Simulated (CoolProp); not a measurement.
Vapour-liquid equilibrium of R22 (1) + R114 (2) at 0.532 MPa; x and y are mole fractions of (1).

Computed with CoolProp (multi-fluid Helmholtz-energy mixture model, Kamei 1995 and Platzer 1990; pair parameters Bell 2016). This equation is an older, rougher fit; its heat capacities, sound speeds and derivatives of the liquid may be far off and weren't checked against measurements.

| x | bubble temperature, mixture model (°C) | bubble temperature, Raoult's law (°C) | y, mixture model | y, Raoult's law |
|---|---|---|---|---|
| 0.05 | 48.2 | 50.8 | 0.214 | 0.186 |
| 0.15 | 36.1 | 41.0 | 0.474 | 0.443 |
| 0.25 | 28.1 | 33.3 | 0.617 | 0.609 |
| 0.35 | 22.4 | 26.9 | 0.708 | 0.722 |
| 0.45 | 18.0 | 21.5 | 0.773 | 0.802 |
| 0.55 | 14.4 | 16.9 | 0.825 | 0.861 |
| 0.65 | 11.2 | 12.9 | 0.870 | 0.906 |
| 0.75 | 8.4 | 9.3 | 0.910 | 0.941 |
| 0.85 | 5.7 | 6.2 | 0.947 | 0.968 |
| 0.95 | 3.2 | 3.4 | 0.983 | 0.991 |

The largest gap from Raoult's law is -5.2 K in bubble temperature, at x = 0.25. No azeotrope shows between x = 0.05 and 0.95.

The pair parameters rest on a limited set of measurements; away from them the model extrapolates.
